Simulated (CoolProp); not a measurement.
Vapour-liquid equilibrium of m-xylene (1) + o-xylene (2) at 5.08 kPa; x and y are mole fractions of (1).

Model: multi-fluid Helmholtz-energy mixture model, Zhou 2012 and Zhou 2012; pair parameters Bell 2016, in CoolProp.

Q: Give the bubble temperature and the first vapour's composition at x = 0.05, 0.35, 0.5. Is there an azeotrope?

A: x = 0.05: 331.4 K, y = 0.059; x = 0.35: 330.0 K, y = 0.397; x = 0.5: 329.4 K, y = 0.550. No azeotrope shows between x = 0.05 and 0.95.

The pair parameters rest on a limited set of measurements; away from them the model extrapolates.
